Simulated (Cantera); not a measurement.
Charge: 1 mol Nb2O5, 0.62 mol H2, equilibrated at 998.15 K and 1000 Pa.

These are equilibrium values from Cantera (NASA tables, ideal gas, pure condensed phases), not measurements of a reactor. Candidate condensed phases: H2O, Nb, NbO, NbO2, Nb2O5; 12 gas species. Condensed phases not in the tables: the oxides between NbO2 and Nb2O5. The numbers say what is thermodynamically allowed, not how fast it happens.

Base state: H2 0.995, H2O 0.00532 (mole fractions); condensed: NbO2(s) + Nb2O5(s).

### Question
What changes in the equilibrium state with this change: Nb2O5 replaced by V2O5?

### Answer
```tsv
species	before	after
H2O	0.00532	0.981
O2	<1e-9	0.0195
H2	0.995	5.81e-9
NbO2(s), mol	0.00660	0
Nb2O5(s), mol	0.997	0
V2O4(s), mol	0	0.645
V2O5(l), mol	0	0.355
```
Condensed phases not in the tables: the oxides between V2O3 and V2O5 other than VO2. Gases not in the tables: V4O10. Further candidate phases: V, VO, V2O3, V2O4, V2O5.
